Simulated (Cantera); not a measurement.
Thermodynamics of carbon deposition, reforming and gasification, feed acetone + O₂

Charge: 1 mol acetone, 0.39 mol O₂, equilibrated at 13300 Pa.

Method: chemical equilibrium by Gibbs-energy minimisation in Cantera with the NASA 1993 tables (ideal gas, pure condensed phases). Candidate condensed phases: C, C₆H₆, C₇H₈, C₈H₁₈, H₂O; 110 gas species. The feed counts by its element totals alone. The numbers say what is thermodynamically allowed, not how fast it happens.

From 550 °C to 1600 °C the condensed part is C(graphite). The main C-bearing gas is CO throughout.

| T (°C) | x H₂ | x CO | x H₂O | x CO₂ | x CH₄ | x H | x C₂H₂ (acetylene) | x CH₃ | n C(graphite) |
|---|---|---|---|---|---|---|---|---|---|
| 550 | 0.586 | 0.130 | 0.134 | 0.107 | 0.0428 | 1.54e-11 | 1.96e-12 | 1.66e-11 | 1.96 |
| 700 | 0.622 | 0.339 | 0.0175 | 0.0154 | 0.00662 | 2.33e-9 | 3.35e-10 | 4.22e-10 | 1.34 |
| 850 | 0.625 | 0.370 | 0.00204 | 0.00110 | 0.00153 | 9.22e-8 | 1.38e-8 | 4.17e-9 | 1.23 |
| 1000 | 0.627 | 0.372 | 0.000370 | 0.000133 | 0.000492 | 1.55e-6 | 2.33e-7 | 2.37e-8 | 1.22 |
| 1150 | 0.627 | 0.372 | 9.61e-5 | 2.52e-5 | 0.000200 | 1.44e-5 | 2.15e-6 | 9.22e-8 | 1.22 |
| 1300 | 0.627 | 0.372 | 3.24e-5 | 6.65e-6 | 9.63e-5 | 8.82e-5 | 1.30e-5 | 2.75e-7 | 1.22 |
| 1450 | 0.627 | 0.372 | 1.32e-5 | 2.24e-6 | 5.28e-5 | 0.000396 | 5.68e-5 | 6.76e-7 | 1.22 |
| 1600 | 0.626 | 0.372 | 6.26e-6 | 9.06e-7 | 3.19e-5 | 0.00140 | 0.000195 | 1.43e-6 | 1.22 |
x: gas mole fraction; n: condensed amount in mol.
